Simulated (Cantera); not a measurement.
Feed: 1 mol BF3, 2 mol H2O, 0.1 mol N2, at 1200 °C and 1.95 Torr.

These are equilibrium values from Cantera (NASA tables, ideal gas, pure condensed phases), not measurements of a reactor. Candidate condensed phases: B, BN, B2O3, B3O3H3, H2O; 62 gas species. Gases not in the tables: H3BO3. Equilibrium is a limit: real reactors are often held back by kinetics, nucleation or transport.

Base state: HF 0.507, H2O 0.222, BOF 0.207, HBO2 0.0306, N2 0.0246, BF3 0.00792, H2 0.000419, O2 0.000186 (mole fractions); condensed: gas only.

**Question.** What changes in the equilibrium state with this change: temperature from 1200 °C to 727 °C?

**Answer.** 
```json
[
 {"species": "H2O", "before": "0.222", "after": "0.402"},
 {"species": "HF", "before": "0.507", "after": "0.399"},
 {"species": "BF3", "before": "0.00792", "after": "0.151"},
 {"species": "BOF", "before": "0.207", "after": "0.00136"},
 {"species": "B3O3F3", "before": "3.58e-5", "after": "0.0160"},
 {"species": "HBO2", "before": "0.0306", "after": "0.000326"},
 {"species": "N2", "before": "0.0246", "after": "0.0301"},
 {"species": "B2O3", "before": "0.000144", "after": "1.29e-9"},
 {"species": "BO2", "before": "1.19e-5", "after": "<1e-9"},
 {"species": "(HBO2)3", "before": "1.40e-7", "after": "0.000361"},
 {"species": "B2O3(l), mol", "before": "0", "after": "0.164"}
]
```
